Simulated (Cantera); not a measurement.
Cantera run, input and output.

```python
import numpy as np
import cantera as ct

gas = ct.Solution("gri30.yaml")
gas.TPX = 1725, 54000, {'CH4': 1, 'H2': 2.9}
reactor = ct.IdealGasConstPressureReactor(gas, energy="off", clone=False)
net = ct.ReactorNet([reactor])
net.rtol, net.atol = 1e-08, 1e-18
show = ['CH4', 'H2', 'CH2', 'C2H4', 'H', 'CH3']
times = np.geomspace(2e-05, 100, 14)

steps = ct.SolutionArray(gas, extra=["t"])
rows = []
print(f"{'t/s':>10s}{'T/K':>9s}{'P/Pa':>11s}" + "".join(f"{s:>11s}" for s in show))
for t in times:
    while net.time < t:
        t_next = net.step()
        steps.append(gas.state, t=t_next)
    rows.append([np.interp(t, steps.t, y) for y in (steps.T, steps.P, *steps(*show).X.T)])
    print(f"{t:10.3e}{rows[-1][0]:9.1f}{rows[-1][1]:11.4g}" + "".join(f"{x:11.3e}" for x in rows[-1][2:]))
rate = np.gradient(steps.T, steps.t)
print("integrator steps:", len(steps.t))
if steps.T.max() > steps.T[0] + 200:
    print(f"time of steepest temperature rise: {steps.t[rate.argmax()]:.4e} s")
gas.TPX = 1725, 54000, {'CH4': 1, 'H2': 2.9}
gas.equilibrate("TP")
print(f"equilibrium (TP): T = {gas.T:.1f} K  " + "  ".join(f"{s} {gas[s].X[0]:.3e}" for s in show))
```

Result:

```
       t/s      T/K       P/Pa        CH4         H2        CH2       C2H4          H        CH3
 2.000e-05   1725.0    5.4e+04  2.563e-01  7.436e-01  3.502e-09  2.291e-07  2.024e-05  1.367e-04
 6.551e-05   1725.0    5.4e+04  2.559e-01  7.436e-01  3.300e-08  8.350e-06  6.083e-05  4.184e-04
 2.146e-04   1725.0    5.4e+04  2.546e-01  7.440e-01  1.523e-07  2.135e-04  1.345e-04  9.226e-04
 7.030e-04   1725.0    5.4e+04  2.497e-01  7.467e-01  2.187e-07  1.484e-03  1.652e-04  1.108e-03
 2.303e-03   1725.0    5.4e+04  2.339e-01  7.561e-01  2.088e-07  2.506e-03  1.685e-04  1.046e-03
 7.543e-03   1725.0    5.4e+04  1.932e-01  7.808e-01  1.817e-07  2.127e-03  1.773e-04  8.818e-04
 2.471e-02   1725.0    5.4e+04  1.220e-01  8.238e-01  1.300e-07  1.646e-03  1.957e-04  5.840e-04
 8.094e-02   1725.0    5.4e+04  5.402e-02  8.649e-01  6.938e-08  1.620e-03  2.193e-04  2.769e-04
 2.651e-01   1725.0    5.4e+04  2.119e-02  8.847e-01  3.151e-08  1.769e-03  2.355e-04  1.141e-04
 8.685e-01   1725.0    5.4e+04  1.449e-02  8.888e-01  2.256e-08  1.813e-03  2.399e-04  7.921e-05
 2.845e+00   1725.0    5.4e+04  1.437e-02  8.888e-01  2.239e-08  1.814e-03  2.400e-04  7.856e-05
 9.319e+00   1725.0    5.4e+04  1.437e-02  8.888e-01  2.239e-08  1.814e-03  2.400e-04  7.856e-05
 3.053e+01   1725.0    5.4e+04  1.437e-02  8.888e-01  2.239e-08  1.814e-03  2.400e-04  7.856e-05
 1.000e+02   1725.0    5.4e+04  1.437e-02  8.888e-01  2.239e-08  1.814e-03  2.400e-04  7.856e-05
integrator steps: 937
equilibrium (TP): T = 1725.0 K  CH4 1.437e-02  H2 8.888e-01  CH2 2.239e-08  C2H4 1.814e-03  H 2.400e-04  CH3 7.856e-05
```

Cantera simulation using GRI-Mech 3.0 (53 species, 325 reactions); the numbers are that mechanism's predictions, not measurements. GRI-Mech 3.0 stops at C3 and has no aromatics, soot or wall deposition, so with more carbon than oxygen in the feed, carbon stays in small species such as C2H2 where larger ones or solid carbon would form.
